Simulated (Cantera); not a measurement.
A closed system holds: 1 mol Ta, 0.017 mol O2, 9.4 mol H2, at 0.120 bar.

Cantera equilibrium calculation (NASA polynomials, part measured and part estimated; ideal gas, pure solids and liquids). Candidate condensed phases: H2O, Ta, Ta2O5; 12 gas species. Mutual solubility and eutectic melting of coexisting phases are not modelled. Condensed phases not in the tables: N, O or C dissolved in the metal. The numbers say what is thermodynamically allowed, not how fast it happens. All values below are at 1950 K.

Base state: H2 0.995, H 0.00330, H2O 0.00146 (mole fractions); condensed: Ta(s) + Ta2O5(s).

### Question
What changes in the equilibrium state with this change: pressure from 0.120 bar to 0.870 Pa?

### Answer
```
species         before     after
-------------  -------  --------
H2               0.995     0.678
H              0.00330     0.320
TaO            6.90e-7   0.00123
H2O            0.00146  0.000128
TaO2           3.59e-6  0.000831
Ta(s), mol       0.992     0.977
Ta2O5(s), mol  0.00404         0
```
